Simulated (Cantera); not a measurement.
## Thermodynamics of carbothermic reduction, feed SiO2 + CO + H2

Charge: 1 mol SiO2, 1.4 mol CO, 16 mol H2, at 1825 K.

Cantera equilibrium calculation (NASA polynomials, part measured and part estimated; ideal gas, pure solids and liquids). Candidate condensed phases: C, C6H6, C7H8, C8H18, H2O, Si, SiC, SiO2; 123 gas species. The tables hold silica as quartz up to 1696 K and as liquid above; real silica turns to tridymite and cristobalite and melts near 1996 K. Gases not in the tables: Si(OH)4. Kinetics and transport are ignored.

From 10.0 Pa to 52.0 Pa nothing is condensed. From 2.70 mbar to 10.0 bar the condensed part is SiO2(condensed).

```tsv
P (Pa)	x H2	x CO	x SiO	x H2O	x H	x CO2	x CH4	x OH	n SiO2(condensed)
10	0.781	0.0734	0.0533	0.0518	0.0389	0.00124	<1e-12	0.000181	0
52	0.801	0.0742	0.0539	0.0525	0.0173	0.00124	<1e-12	7.93e-5	0
270	0.848	0.0767	0.0338	0.0330	0.00780	0.000761	1.85e-12	2.12e-5	0.389
1400	0.887	0.0788	0.0152	0.0148	0.00351	0.000336	1.30e-10	4.10e-6	0.732
7200	0.905	0.0797	0.00675	0.00660	0.00156	0.000148	8.30e-9	7.96e-7	0.882
37000	0.913	0.0801	0.00299	0.00293	0.000692	6.55e-5	5.11e-7	1.55e-7	0.948
190000	0.917	0.0803	0.00131	0.00131	0.000306	2.93e-5	3.05e-5	3.05e-8	0.977
1000000	0.918	0.0796	0.000274	0.00119	0.000133	2.63e-5	0.000927	1.21e-8	0.995
```
x: gas mole fraction; n: condensed amount in mol.
